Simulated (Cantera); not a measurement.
Feed: 1 mol Pb, 2.9 mol CO, 10 mol H2, at 101000 Pa.

These are equilibrium values from Cantera (NASA tables, ideal gas, pure condensed phases), not measurements of a reactor. Candidate condensed phases: C, C6H6, C7H8, C8H18, H2O, Pb, PbO, PbO2, Pb3O4; 113 gas species. Kinetics and transport are ignored.

Which condensed phases are stable at each of these points (T (°C)): 475, 550, 625, 700, 775, 850, 925, 1000, 1075, 1150, 1225, 1300?


```json
[
 {"T (°C)": "475", "condensed phases": "Pb(l)", "Pb condensed (%)": "100.0"},
 {"T (°C)": "550", "condensed phases": "C(graphite) + Pb(l)", "Pb condensed (%)": "100.0"},
 {"T (°C)": "625", "condensed phases": "C(graphite) + Pb(l)", "Pb condensed (%)": "100.0"},
 {"T (°C)": "700", "condensed phases": "C(graphite) + Pb(l)", "Pb condensed (%)": "100.0"},
 {"T (°C)": "775", "condensed phases": "C(graphite) + Pb(l)", "Pb condensed (%)": "99.9"},
 {"T (°C)": "850", "condensed phases": "Pb(l)", "Pb condensed (%)": "99.8"},
 {"T (°C)": "925", "condensed phases": "Pb(l)", "Pb condensed (%)": "99.2"},
 {"T (°C)": "1000", "condensed phases": "Pb(l)", "Pb condensed (%)": "97.7"},
 {"T (°C)": "1075", "condensed phases": "Pb(l)", "Pb condensed (%)": "93.9"},
 {"T (°C)": "1150", "condensed phases": "Pb(l)", "Pb condensed (%)": "85.6"},
 {"T (°C)": "1225", "condensed phases": "Pb(l)", "Pb condensed (%)": "68.6"},
 {"T (°C)": "1300", "condensed phases": "Pb(l)", "Pb condensed (%)": "35.8"}
]
```

At 475 °C the condensed part is Pb(l). From 550 °C to 775 °C the condensed part is C(graphite) + Pb(l). From 850 °C to 1300 °C the condensed part is Pb(l).
